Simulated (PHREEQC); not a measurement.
**Nickel, zinc or cadmium bath with leach liquor: an equilibrium model**

Solution A (0.12 mol/kgw NiSO4, 0.00027 mol/kgw NaOH and 0.066 mol/kgw HCl) is mixed with solution B (17 mmol/kgw H2SO4, 80 mmol/kgw LiCl and 120 mmol/kgw MgSO4) at 34 °C; shares are by mass of water, 1 kg in all. Oxygen is held at 0.21 atm. No CO2 enters from the air. Only these solids could form: Brucite, Ni(OH)2, Ni4(OH)6SO4, Halite, Mirabilite, Epsomite, Morenosite.

Model: ion-association model, wateq4f.dat, run in PHREEQC.

```json
[
 {"share of solution B": "0", "pH": "1.66", "Ni+2 (mol/kgw)": "0.0747", "MgSO4 (mol/kgw)": "0", "Mg+2 (mol/kgw)": "0", "NiSO4 (mol/kgw)": "0.0418", "LiSO4- (mol/kgw)": "0"},
 {"share of solution B": "0.1", "pH": "1.69", "Ni+2 (mol/kgw)": "0.0667", "MgSO4 (mol/kgw)": "0.00558", "Mg+2 (mol/kgw)": "0.00642", "NiSO4 (mol/kgw)": "0.0381", "LiSO4- (mol/kgw)": "0.000352"},
 {"share of solution B": "0.2", "pH": "1.71", "Ni+2 (mol/kgw)": "0.0588", "MgSO4 (mol/kgw)": "0.0113", "Mg+2 (mol/kgw)": "0.0127", "NiSO4 (mol/kgw)": "0.0342", "LiSO4- (mol/kgw)": "0.000718"},
 {"share of solution B": "0.3", "pH": "1.74", "Ni+2 (mol/kgw)": "0.0511", "MgSO4 (mol/kgw)": "0.0171", "Mg+2 (mol/kgw)": "0.0189", "NiSO4 (mol/kgw)": "0.0303", "LiSO4- (mol/kgw)": "0.00110"},
 {"share of solution B": "0.4", "pH": "1.77", "Ni+2 (mol/kgw)": "0.0434", "MgSO4 (mol/kgw)": "0.0230", "Mg+2 (mol/kgw)": "0.0250", "NiSO4 (mol/kgw)": "0.0263", "LiSO4- (mol/kgw)": "0.00150"},
 {"share of solution B": "0.5", "pH": "1.81", "Ni+2 (mol/kgw)": "0.0359", "MgSO4 (mol/kgw)": "0.0290", "Mg+2 (mol/kgw)": "0.0310", "NiSO4 (mol/kgw)": "0.0222", "LiSO4- (mol/kgw)": "0.00191"},
 {"share of solution B": "0.6", "pH": "1.84", "Ni+2 (mol/kgw)": "0.0285", "MgSO4 (mol/kgw)": "0.0352", "Mg+2 (mol/kgw)": "0.0368", "NiSO4 (mol/kgw)": "0.0179", "LiSO4- (mol/kgw)": "0.00233"},
 {"share of solution B": "0.7", "pH": "1.88", "Ni+2 (mol/kgw)": "0.0212", "MgSO4 (mol/kgw)": "0.0414", "Mg+2 (mol/kgw)": "0.0426", "NiSO4 (mol/kgw)": "0.0136", "LiSO4- (mol/kgw)": "0.00277"},
 {"share of solution B": "0.8", "pH": "1.91", "Ni+2 (mol/kgw)": "0.0140", "MgSO4 (mol/kgw)": "0.0478", "Mg+2 (mol/kgw)": "0.0482", "NiSO4 (mol/kgw)": "0.00916", "LiSO4- (mol/kgw)": "0.00323"},
 {"share of solution B": "0.9", "pH": "1.96", "Ni+2 (mol/kgw)": "0.00696", "MgSO4 (mol/kgw)": "0.0542", "Mg+2 (mol/kgw)": "0.0538", "NiSO4 (mol/kgw)": "0.00463", "LiSO4- (mol/kgw)": "0.00370"},
 {"share of solution B": "1", "pH": "2.00", "Ni+2 (mol/kgw)": "0", "MgSO4 (mol/kgw)": "0.0608", "Mg+2 (mol/kgw)": "0.0592", "NiSO4 (mol/kgw)": "0", "LiSO4- (mol/kgw)": "0.00419"}
]
```
